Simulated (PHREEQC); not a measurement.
Solution (51 °C): 0.13 mmol/kgw Na2SiO3 and 0.17 mmol/kgw K2CO3. Closed to the air; pH follows from the charge balance.

Equilibrium calculation in PHREEQC: Pitzer model, pitzer.dat.

Precipitation was switched off in this run.

### Question
Estimate the pH, osmotic coefficient, ionic strength.

### Answer
pH 9.70; osmotic coefficient 0.990; ionic strength 0.000646 mol/kgw.

### Question
In which forms is Si present?

### Answer
H3SiO4- 62 %, H4SiO4 38 % of the Si.

Species that the database lacks are ignored. At this temperature some constants are extrapolated from 25 °C, and those without enthalpy data are left unchanged.
